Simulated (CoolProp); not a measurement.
Benzene along the isobar 1.5 MPa: density (kg/m³) from the reference equation and from simpler models built on Tc = 562.0 K, pc = 4.906 MPa, ω = 0.211; each cubic takes its own stable root.

Values from CoolProp's reference Helmholtz-energy equation of state, Thol 2012.

| T (K) | phase | reference |
|---|---|---|
| 403.6 | liquid | 756.4 |
| 419.1 | liquid | 736.8 |
| 434.5 | liquid | 716.4 |
| 450 | liquid | 694.4 |
| 465.4 | liquid | 670.8 |
| 480.9 | gas | 37.27 |
| 496.3 | gas | 34.88 |
| 511.8 | gas | 32.91 |
| 527.3 | gas | 31.25 |
| 542.7 | gas | 29.82 |
| 558.2 | gas | 28.56 |
| 573.6 | gas | 27.44 |
| 589.1 | gas | 26.42 |
| 604.5 | gas | 25.50 |
| 620 | gas | 24.65 |

Question: How far does each simpler model (van der Waals, Redlich-Kwong) lie from the reference over these 15 states: mean and median of the absolute difference, and the worst?

Answer: 
- van der Waals: mean 25.9 %, median 4.1 %, worst -94.6 % at 465.4 K and 1.5 MPa
- Redlich-Kwong: mean 10.2 %, median 1.2 %, worst -94.3 % at 465.4 K and 1.5 MPa

At some of these states van der Waals, Redlich-Kwong gives the other phase, because its saturation line lies elsewhere.
